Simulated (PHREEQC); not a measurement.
Make-up at 48 °C: 0.21 mol HCl and 0.036 mol NiSO4 per kg of water. Closed to the air; pH follows from the charge balance.

Equilibrium calculation in PHREEQC: ion-association model, wateq4f.dat.

This is a speciation only: nothing precipitates in the calculation.

Task: Order these Ni species by the share of Ni that they hold, largest first: NiCl+, NiSO4, NiCl2, Ni+2.

Result: Ni+2 (81 %), NiCl+ (11 %), NiSO4 (4.5 %), NiCl2 (3.7 %)

The pH is 0.85 and the ionic strength 0.275 mol/kgw. Species that the database lacks are ignored. Constants without temperature data keep their 25 °C values here.
